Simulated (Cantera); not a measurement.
Input (Python, Cantera):

```python
import numpy as np
import cantera as ct

gas = ct.Solution("gri30.yaml")
gas.TPX = 1050, 580000, {'CH3OH': 0.0079, 'O2': 0.026, 'N2': 1, 'H2': 0.093}
inlet = ct.Reservoir(gas, clone=True)

reactor = ct.IdealGasConstPressureReactor(gas, energy="off", clone=False)
exhaust = ct.Reservoir(gas, clone=True)
tau = [0.95, 0.57, 0.33, 0.2, 0.12, 0.07, 0.041, 0.024, 0.014, 0.0086, 0.0051][0]
for a, b in ((inlet, reactor), (reactor, exhaust)):
    ct.MassFlowController(a, b, mdot=lambda t: reactor.mass / tau)
net = ct.ReactorNet([reactor])
show = ['CH3OH', 'O2', 'CO2', 'C2H6', 'NO', 'N2O']

rows = []
print(f"{'tau/s':>10s}{'T/K':>9s}" + "".join(f"{s:>11s}" for s in show))
for tau in [0.95, 0.57, 0.33, 0.2, 0.12, 0.07, 0.041, 0.024, 0.014, 0.0086, 0.0051]:
    net.initial_time = 0.0
    net.advance(30 * tau)
    before = gas.X
    net.advance(40 * tau)
    drift = np.max(np.abs(gas.X - before) / (gas.X + 1e-9))
    rows.append([gas.T, *gas[show].X, drift])
    print(f"{tau:10.3e}{gas.T:9.1f}" + "".join(f"{x:11.3e}" for x in gas[show].X))
```

It prints:

```
     tau/s      T/K      CH3OH         O2        CO2       C2H6         NO        N2O
 9.500e-01   1050.0  4.344e-05  1.180e-03  2.865e-03  3.541e-12  2.524e-11  1.284e-08
 5.700e-01   1050.0  6.765e-05  1.806e-03  2.658e-03  2.076e-12  3.018e-11  1.519e-08
 3.300e-01   1050.0  1.071e-04  2.772e-03  2.388e-03  1.287e-12  3.294e-11  1.655e-08
 2.000e-01   1050.0  1.618e-04  3.996e-03  2.103e-03  9.202e-13  3.212e-11  1.644e-08
 1.200e-01   1050.0  2.459e-04  5.628e-03  1.785e-03  7.314e-13  2.782e-11  1.503e-08
 7.000e-02   1050.0  3.847e-04  7.766e-03  1.433e-03  6.469e-13  2.068e-11  1.251e-08
 4.100e-02   1050.0  6.071e-04  1.020e-02  1.087e-03  6.307e-13  1.308e-11  9.517e-09
 2.400e-02   1050.0  9.705e-04  1.274e-02  7.635e-04  6.445e-13  6.934e-12  6.656e-09
 1.400e-02   1050.0  1.557e-03  1.517e-02  4.818e-04  6.391e-13  3.053e-12  4.326e-09
 8.600e-03   1050.0  2.358e-03  1.723e-02  2.747e-04  5.562e-13  1.225e-12  2.778e-09
 5.100e-03   1050.0  3.595e-03  1.937e-02  1.107e-04  3.331e-13  3.491e-13  1.596e-09
```

Computed with Cantera and GRI-Mech 3.0 (53 species, 325 reactions). GRI-Mech 3.0 was tuned for natural gas; its chemistry of methanol as a main component is partial and can be far from experiment. The temperature is held fixed by assumption; the heat of reaction is taken as removed at once.
